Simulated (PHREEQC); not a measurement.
Dissolve 0.25 mol/kgw HBF4, 8.2e-05 mol/kgw HNO3 and 0.058 mol/kgw Na2SO4 at 20 °C. Closed to the air; pH follows from the charge balance.

Equilibrium calculation in PHREEQC: ion-association model, phreeqc.dat.

Precipitation was switched off in this run.

Task: Order these S species by the share of S that they hold, largest first: HSO4-, SO4-2, NaSO4-.

Result: HSO4- (80 %), SO4-2 (17 %), NaSO4- (2.4 %)

The pH is 0.81 and the ionic strength 0.325 mol/kgw. Complexes and solids missing from the database can't appear. Real BF4- forms and hydrolyses slowly; the run takes it at equilibrium.
